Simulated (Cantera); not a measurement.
Charge: 1 mol SiH4, 0.025 mol C2H4, 11 mol H2, at 428 Torr.

Equilibrium computed with Cantera from the NASA thermochemical tables; the gas is ideal and each condensed phase is pure. Candidate condensed phases: C, C6H6, C7H8, C8H18, Si, SiC; 87 gas species. Mutual solubility and eutectic melting of coexisting phases are not modelled. Gases not in the tables: Si2H6 and higher silanes. Kinetics and transport are ignored.

x: gas mole fraction; n: condensed amount in mol.

```tsv
T (K)	x H2	x H	x Si	x SiH2	x SiH	n Si(s)	n SiC(s)	n Si(l)
1248	1.000	6.19e-7	(withheld)	3.02e-8	1.15e-10	0.950	0.0498	0
1323	1.000	2.10e-6	(withheld)	1.13e-7	8.62e-10	0.950	0.0498	0
1398	1.000	6.27e-6	(withheld)	3.66e-7	5.20e-9	0.950	0.0498	0
1473	1.000	1.68e-5	(withheld)	1.05e-6	2.61e-8	0.950	0.0499	0
1548	1.000	4.08e-5	(withheld)	2.73e-6	1.11e-7	0.950	0.0499	0
1623	1.000	9.15e-5	(withheld)	6.47e-6	4.16e-7	0.950	0.0499	0
1698	1.000	0.000192	(withheld)	1.40e-5	1.35e-6	0	0.0499	0.950
1773	1.000	0.000377	(withheld)	2.47e-5	3.48e-6	0	0.0499	0.950
1848	0.999	0.000702	(withheld)	4.16e-5	8.28e-6	0	0.0498	0.949
1923	0.999	0.00125	(withheld)	6.72e-5	1.84e-5	0	0.0498	0.949
1998	0.998	0.00212	(withheld)	0.000105	3.83e-5	0	0.0497	0.947
2073	0.996	0.00348	(withheld)	0.000158	7.58e-5	0	0.0496	0.945
2148	0.994	0.00550	(withheld)	0.000231	0.000143	0	0.0491	0.940
```

What belongs in the gaps?


- 1248, x Si: 1.36e-11
- 1323, x Si: 1.56e-10
- 1398, x Si: 1.37e-9
- 1473, x Si: 9.60e-9
- 1548, x Si: 5.57e-8
- 1623, x Si: 2.74e-7
- 1698, x Si: 1.15e-6
- 1773, x Si: 3.74e-6
- 1848, x Si: 1.10e-5
- 1923, x Si: 2.98e-5
- 1998, x Si: 7.46e-5
- 2073, x Si: 0.000175
- 2148, x Si: 0.000386
